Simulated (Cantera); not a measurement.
An isothermal plug-flow reactor at 1123 K and 2.20 bar (inlet), inlet velocity 0.067 m/s, active area per volume 520 1/m; feed 0.680 % CH4, 16.7 % O2, 82.6 % N2, equivalence ratio 0.081.

Cantera simulation using Deutschmann's 1995 Pt surface mechanism with GRI-Mech 3.0 gas chemistry; the numbers are that mechanism's predictions, not measurements. Catalytic surfaces can have several steady states; this one follows from the mechanism file's or the stated starting coverage. Mass transfer to the wall is taken as infinitely fast.

One state of this run: x CH4 = 6.46e-5; x O2 = 0.154; x H2O = 0.0134; x CO2 = 0.00664; x CO = 2.88e-7; θ free Pt = 0.256; θ O* = 0.741; θ OH* = 0.00229. x: gas mole fraction; θ: surface coverage.

Problem. Which value of z (m) does it belong to?
(A) 0.00067
(B) 0.0038
(C) 0.0021
(D) 0.038

Solution. B, 0.0038
